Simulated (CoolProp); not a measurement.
Vapour-liquid equilibrium of acetone (1) + toluene (2) at 292.6 K; x and y are mole fractions of (1).

The numbers come from the multi-fluid Helmholtz-energy mixture model, Lemmon 2006 and Lemmon 2006; pair parameters Bell 2016 in CoolProp.

```json
[
 {"x": "0.05", "bubble pressure, mixture model (kPa)": "5.025", "bubble pressure, Raoult's law (kPa)": "3.895", "y, mixture model": "0.461", "y, Raoult's law": "0.309"},
 {"x": "0.2", "bubble pressure, mixture model (kPa)": "9.835", "bubble pressure, Raoult's law (kPa)": "7.079", "y, mixture model": "0.759", "y, Raoult's law": "0.680"},
 {"x": "0.35", "bubble pressure, mixture model (kPa)": "13.12", "bubble pressure, Raoult's law (kPa)": "10.26", "y, mixture model": "0.843", "y, Raoult's law": "0.821"},
 {"x": "0.5", "bubble pressure, mixture model (kPa)": "15.73", "bubble pressure, Raoult's law (kPa)": "13.45", "y, mixture model": "0.889", "y, Raoult's law": "0.895"},
 {"x": "0.65", "bubble pressure, mixture model (kPa)": "18.10", "bubble pressure, Raoult's law (kPa)": "16.63", "y, mixture model": "0.924", "y, Raoult's law": "0.940"},
 {"x": "0.8", "bubble pressure, mixture model (kPa)": "20.52", "bubble pressure, Raoult's law (kPa)": "19.81", "y, mixture model": "0.956", "y, Raoult's law": "0.971"},
 {"x": "0.95", "bubble pressure, mixture model (kPa)": "23.13", "bubble pressure, Raoult's law (kPa)": "23.00", "y, mixture model": "0.989", "y, Raoult's law": "0.994"}
]
```

The largest gap from Raoult's law is +38.9 % in bubble pressure, at x = 0.2. No azeotrope shows between x = 0.05 and 0.95.

Pair parameters are fitted to limited data, so mixtures are less certain than the pure fluids.
